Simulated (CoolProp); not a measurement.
A single-stage vapour-compression cycle with the fluid: evaporating at 193.15 K (dew point), condensing at 237.15 K (bubble point), superheat 5 K, subcooling 0 K, compressor efficiency 0.7, no pressure losses. The same conditions are run with several fluids, on thermodynamics alone (safety and materials aside).

Values from CoolProp's reference Helmholtz-energy equation of state of each fluid (CH3F (R41): Lemmon 2006; propylene: Lemmon 2013; R125: Lemmon 2005; hydrogen chloride: Thol 2018; CH2F2 (R32): Tillner-Roth 1997; ethylene: Smukala 2000).

| fluid | cooling COP | pressure ratio | discharge temperature (K) | refrigerating effect (kJ/kg) | volumetric capacity (kJ/m³) |
|---|---|---|---|---|---|
| CH3F (R41) | 2.41 | 7.19 | 354.0 | 402 | 797 |
| propylene | 2.57 | 9.56 | 308.8 | 383 | 173 |
| R125 | 2.53 | 11.4 | 278.7 | 135 | 154 |
| hydrogen chloride | 2.36 | 6.61 | 394.4 | 368 | 1120 |
| CH2F2 (R32) | 2.43 | 11.4 | 373.5 | 345 | 206 |
| ethylene | 2.31 | 4.80 | 310.5 | 334 | 2080 |
